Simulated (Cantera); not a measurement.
Cantera run, input and output.

```python
import numpy as np
import cantera as ct

gas = ct.Solution("gri30.yaml")
gas.TPX = 1225, 1300000, {'CH4': 1, 'C2H6': 0.039, 'C3H8': 1.4, 'O2': 4.57, 'N2': 42, 'CO2': 3.8}
reactor = ct.IdealGasConstPressureReactor(gas, energy="on", clone=False)
net = ct.ReactorNet([reactor])
net.rtol, net.atol = 1e-08, 1e-16
show = ['CH4', 'C2H6', 'C3H8', 'HCO', 'O', 'CH2CO']
times = np.geomspace(2e-06, 3, 11)

steps = ct.SolutionArray(gas, extra=["t"])
rows = []
print(f"{'t/s':>10s}{'T/K':>9s}{'P/Pa':>11s}" + "".join(f"{s:>11s}" for s in show))
for t in times:
    while net.time < t:
        t_next = net.step()
        steps.append(gas.state, t=t_next)
    rows.append([np.interp(t, steps.t, y) for y in (steps.T, steps.P, *steps(*show).X.T)])
    print(f"{t:10.3e}{rows[-1][0]:9.1f}{rows[-1][1]:11.4g}" + "".join(f"{x:11.3e}" for x in rows[-1][2:]))
rate = np.gradient(steps.T, steps.t)
print("integrator steps:", len(steps.t))
if steps.T.max() > steps.T[0] + 200:
    print(f"time of steepest temperature rise: {steps.t[rate.argmax()]:.4e} s")
gas.TPX = 1225, 1300000, {'CH4': 1, 'C2H6': 0.039, 'C3H8': 1.4, 'O2': 4.57, 'N2': 42, 'CO2': 3.8}
gas.equilibrate("HP")
print(f"equilibrium (HP): T = {gas.T:.1f} K  " + "  ".join(f"{s} {gas[s].X[0]:.3e}" for s in show))
```

It prints:

```
       t/s      T/K       P/Pa        CH4       C2H6       C3H8        HCO          O      CH2CO
 2.000e-06   1225.0    1.3e+06  1.894e-02  7.385e-04  2.651e-02  8.981e-15  2.156e-10  2.301e-13
 8.292e-06   1225.0    1.3e+06  1.894e-02  7.385e-04  2.651e-02  4.006e-13  4.745e-10  2.948e-11
 3.438e-05   1224.9    1.3e+06  1.894e-02  7.415e-04  2.647e-02  3.499e-11  1.966e-09  5.309e-09
 1.425e-04   1224.9    1.3e+06  1.899e-02  7.892e-04  2.622e-02  3.603e-10  2.591e-09  3.056e-07
 5.908e-04   1225.7    1.3e+06  1.924e-02  1.010e-03  2.498e-02  2.241e-09  4.504e-09  8.084e-06
 2.449e-03   1850.3    1.3e+06  5.622e-03  7.875e-06  1.969e-09  2.001e-08  2.045e-08  1.362e-05
 1.016e-02   1825.5    1.3e+06  2.273e-03  1.060e-06  1.180e-10  1.654e-08  1.095e-09  6.298e-06
 4.210e-02   1811.2    1.3e+06  1.139e-03  2.050e-07  1.291e-11  1.772e-08  9.910e-10  1.587e-06
 1.745e-01   1801.8    1.3e+06  8.197e-05  9.345e-10  6.508e-15  1.793e-08  8.754e-10  3.219e-08
 7.236e-01   1801.3    1.3e+06  5.031e-09  4.825e-18  1.154e-26  1.819e-08  8.908e-10  1.557e-12
 3.000e+00   1801.3    1.3e+06  4.951e-09  4.667e-18  1.095e-26  1.819e-08  8.908e-10  1.535e-12
integrator steps: 2786
time of steepest temperature rise: 1.9506e-03 s
equilibrium (HP): T = 1801.3 K  CH4 5.313e-09  C2H6 5.268e-18  C3H8 1.262e-26  HCO 1.819e-08  O 8.908e-10  CH2CO 1.641e-12
```

Computed with Cantera and GRI-Mech 3.0 (53 species, 325 reactions). GRI-Mech 3.0 was tuned for natural gas; its chemistry of propane as a main component is partial and can be far from experiment. The pressure lies above the range GRI-Mech 3.0 was tuned for (to about 10 atm).
